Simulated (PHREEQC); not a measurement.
1 kg of water holding 0.0091 mol Na2SO4, 0.038 mol KCl, 0.1 mol NaCl, 0.12 mol NaHCO3 and 0.21 mol Na2CO3 is evaporated at 20 °C; the solids stay in contact with the brine. The system is closed to CO2. The run lets Arcanite, Burkeite, Glaserite, Halite, Kalicinite, Mirabilite, Misenite, Nahcolite, Natron, Sylvite, Thenardite, Trona precipitate or redissolve, and no other solid.

The series has 20 steps of water left (kg), from 1 to 0.01976.

Computed with PHREEQC (Pitzer model, pitzer.dat).

Task: Which solids form, in which order, and at which step of the series does each first stand?

Result: Nahcolite from water left = 0.1407 kg (pH 9.62), last present at water left = 0.093 kg; Trona from water left = 0.1154 kg (pH 9.73); Burkeite from water left = 0.03135 kg (pH 11.35); Halite from water left = 0.03135 kg (pH 11.35); Glaserite from water left = 0.025 kg (pH 11.61), last present at water left = 0.025 kg; Sylvite from water left = 0.01976 kg (pH 11.84).
